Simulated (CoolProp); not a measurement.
A single-stage vapour-compression cycle with R125: evaporating at 237.15 K (dew point), condensing at 269.15 K (bubble point), superheat 10 K, subcooling 8 K, compressor efficiency 0.9, no pressure losses. Each further row changes one setting.

The numbers come from the reference Helmholtz-energy equation of state, Lemmon 2005 in CoolProp.

| case | cooling COP | pressure ratio | discharge temperature (K) | refrigerating effect (kJ/kg) | volumetric capacity (kJ/m³) |
|---|---|---|---|---|---|
| as stated | … | 3.33 | 284.2 | 136 | 1490 |
| evaporating temperature 242.15 K | … | 2.69 | 283.0 | 139 | 1860 |
| condensing temperature 264.15 K | … | 2.82 | … | 142 | 1560 |
| subcooling 13 K | 6.35 | 3.33 | 284.2 | 142 | 1560 |
| superheat 20 K | 6.11 | 3.33 | 294.3 | … | 1500 |
| compressor efficiency 0.8 | … | 3.33 | 287.5 | 136 | 1490 |

What belongs in the gaps?


- as stated, cooling COP: 6.09
- evaporating temperature 242.15 K, cooling COP: 7.53
- condensing temperature 264.15 K, cooling COP: 7.40
- condensing temperature 264.15 K, discharge temperature (K): 278.7
- superheat 20 K, refrigerating effect (kJ/kg): 144
- compressor efficiency 0.8, cooling COP: 5.41
